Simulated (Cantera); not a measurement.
Predominance diagram of Cr at 1750 K against the partial pressures of O2 and N2 (log10, bar). Cantera with NASA thermochemical tables; ideal gases at 1 bar, condensed phases pure. Candidates: Cr(s), CrN(s), Cr2N(s), Cr2O3(s). Only these pure phases compete in this equilibrium. 

```
log p(N2) \ log p(O2)
        columns: -14, -13.1, -12.2, -11.4, -10.5, -9.6, -8.8, -7.9, -7, -6.1, -5.2, -4.4, -3.5, -2.6, -1.8, -0.9, 0
      0  A B B B B B B B B B B B B B B B B
   -0.8  C B B B B B B B B B B B B B B B B
   -1.7  C B B B B B B B B B B B B B B B B
   -2.5  C B B B B B B B B B B B B B B B B
   -3.4  C B B B B B B B B B B B B B B B B
   -4.2  C B B B B B B B B B B B B B B B B
   -5.1  C B B B B B B B B B B B B B B B B
   -5.9  C B B B B B B B B B B B B B B B B
   -6.8  C B B B B B B B B B B B B B B B B
   -7.6  C B B B B B B B B B B B B B B B B
   -8.5  C B B B B B B B B B B B B B B B B
   -9.3  C B B B B B B B B B B B B B B B B
  -10.2  C B B B B B B B B B B B B B B B B
    -11  C B B B B B B B B B B B B B B B B
```

A: Cr2N(s); B: Cr2O3(s); C: Cr(s).
